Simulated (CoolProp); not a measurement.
Saturated liquid density (kg/m³) of R1132(E): the reference equation beside estimates from Tc = 348.8 K, pc = 5.174 MPa, ω = 0.245. Rackett uses Z = 0.29056 − 0.08775 ω.

Computed with CoolProp (reference Helmholtz-energy equation of state, Akasaka 2024).

```tsv
T (K)	reference	Rackett	Soave-Redlich-Kwong
251.9	1064	1055	960.0
256.5	1051	1042	946.4
261.1	1038	1029	932.2
265.7	1025	1015	917.5
270.4	1011	1000	901.8
275	996.5	985.8	885.9
279.6	981.8	970.8	869.2
284.2	966.7	955.3	851.8
288.8	950.9	939.2	833.6
293.5	934.0	922.2	814.1
298.1	916.7	904.8	794.0
302.7	898.4	886.7	772.8
```

Absolute difference from the reference over all 12 rows, mean and median: Rackett 1.1 and 1.1 %, Soave-Redlich-Kwong 11.5 and 11.3 %.
